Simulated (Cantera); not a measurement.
Input (Python, Cantera) and output of one run.

```python
import numpy as np
import cantera as ct

gas_names = """
    CL CL2 H HCL H2 N NH NH2 NH3 N2 N2H2 N2H4 Si SiCL SiCL2 SiCL3 SiCL4 SiH SiHCL3 SiH2 SiH2CL2 SiH3
    SiH3CL SiH4 SiN Si2 Si2N Si3
""".split()
cond_names = """
    NH4CL(a) NH4CL(b) Si(cr) Si(L) Si3N4(a)
""".split()


# ... load() reads the species with a 1 bar reference pressure and builds the phases ...
atoms = {
    'Si2Cl6': {'Si': 2, 'CL': 6},
    'NH3': {'N': 1, 'H': 3},
    'N2': {'N': 2},
}
top_T = {'Si3N4(a)': 2400}  # K; cautious upper limits of use, not melting points


# ... equilibrate(T, P, feed) seeds the gas with the atoms and calls Mixture.equilibrate('TP', solver="vcs", rtol=1e-11, max_steps=5000) ...
results = []
feed = {'Si2Cl6': 1, 'NH3': 33, 'N2': 1.4}  # mol
P = 13332.2  # Pa
for T in [925, 1025, 1125, 1225, 1325, 1425, 1525, 1625, 1725, 1825, 1925, 2025]:
    mix = equilibrate(T, P, feed)
    results.append((T, P, feed, dict(zip(mix.species_names, mix.species_moles))))
    x = sorted(zip(gas.X, gas.species_names), reverse=True)
    print(f"T = {T:g} K  P = {P:g} Pa  gas = {mix.phase_moles(0):.4g} mol")
    print("   x: " + "  ".join(f"{s} {v:.3e}" for v, s in x if v > 1e-05))
    print("   condensed (mol): " + ("  ".join(f"{mix.phase(i).name} {mix.phase_moles(i):.4g}"
          for i in range(1, mix.n_phases) if mix.phase_moles(i) > 1e-12) or "none"))
```

Output:

```
T = 925 K  P = 13332.2 Pa  gas = 69.06 mol
   x: H2 6.734e-01  N2 2.399e-01  HCL 8.660e-02  SiCL4 6.849e-05  NH3 3.589e-05
   condensed (mol): Si3N4(a) 0.665
T = 1025 K  P = 13332.2 Pa  gas = 69.06 mol
   x: H2 6.734e-01  N2 2.399e-01  HCL 8.669e-02  SiCL4 4.495e-05  NH3 1.786e-05
   condensed (mol): Si3N4(a) 0.6656
T = 1125 K  P = 13332.2 Pa  gas = 69.07 mol
   x: H2 6.733e-01  N2 2.399e-01  HCL 8.673e-02  SiCL4 3.202e-05  NH3 1.001e-05
   condensed (mol): Si3N4(a) 0.6658
T = 1225 K  P = 13332.2 Pa  gas = 69.07 mol
   x: H2 6.733e-01  N2 2.399e-01  HCL 8.674e-02  SiCL4 2.420e-05
   condensed (mol): Si3N4(a) 0.6658
T = 1325 K  P = 13332.2 Pa  gas = 69.07 mol
   x: H2 6.733e-01  N2 2.399e-01  HCL 8.668e-02  SiCL2 2.932e-05  SiCL4 1.907e-05  SiCL3 1.015e-05
   condensed (mol): Si3N4(a) 0.6651
T = 1425 K  P = 13332.2 Pa  gas = 69.07 mol
   x: H2 6.734e-01  N2 2.400e-01  HCL 8.639e-02  SiCL2 1.541e-04  SiCL3 2.455e-05  SiCL4 1.538e-05  H 1.533e-05
   condensed (mol): Si3N4(a) 0.662
T = 1525 K  P = 13332.2 Pa  gas = 69.1 mol
   x: H2 6.737e-01  N2 2.402e-01  HCL 8.532e-02  SiCL2 6.341e-04  H 5.318e-05  SiCL3 5.118e-05  SiCL4 1.227e-05  SiHCL3 1.095e-05
   condensed (mol): Si3N4(a) 0.6503
T = 1625 K  P = 13332.2 Pa  gas = 69.17 mol
   x: H2 6.744e-01  N2 2.410e-01  HCL 8.226e-02  SiCL2 2.063e-03  H 1.587e-04  SiCL3 8.968e-05  CL 1.524e-05  SiHCL3 1.157e-05
   condensed (mol): Si3N4(a) 0.6165
T = 1725 K  P = 13332.2 Pa  gas = 69.33 mol
   x: H2 6.760e-01  N2 2.426e-01  HCL 7.562e-02  SiCL2 5.225e-03  H 4.182e-04  SiCL3 1.250e-04  CL 3.623e-05  SiHCL3 1.035e-05
   condensed (mol): Si3N4(a) 0.5423
T = 1825 K  P = 13332.2 Pa  gas = 69.59 mol
   x: H2 6.782e-01  N2 2.450e-01  HCL 6.522e-02  SiCL2 1.022e-02  H 9.933e-04  SiCL3 1.339e-04  CL 7.285e-05  SiCL 4.025e-05  Si 1.861e-05  SiH2 1.317e-05
   condensed (mol): Si3N4(a) 0.4242
T = 1925 K  P = 13332.2 Pa  gas = 70.49 mol
   x: H2 6.720e-01  N2 2.539e-01  HCL 5.813e-02  SiCL2 1.318e-02  H 2.146e-03  SiCL 1.462e-04  CL 1.396e-04  Si 1.305e-04  SiCL3 1.033e-04  SiH2 4.579e-05  SiH 3.181e-05  Si2N 1.063e-05
   condensed (mol): Si(L) 1.036
T = 2025 K  P = 13332.2 Pa  gas = 70.61 mol
   x: H2 6.690e-01  N2 2.535e-01  HCL 5.953e-02  SiCL2 1.232e-02  H 4.311e-03  Si 4.367e-04  SiCL 3.062e-04  CL 2.848e-04  SiH 8.349e-05  SiH2 8.175e-05  SiCL3 6.897e-05  Si2N 2.528e-05  SiN 1.970e-05
   condensed (mol): Si(L) 1.055
```

Cantera equilibrium calculation (NASA polynomials, part measured and part estimated; ideal gas, pure solids and liquids). The feed counts by its element totals alone. The tables' values for SiCl, SiCl3, SiN are old estimates; treat these amounts as uncertain. Gases not in the tables: Si2H6 and higher silanes.
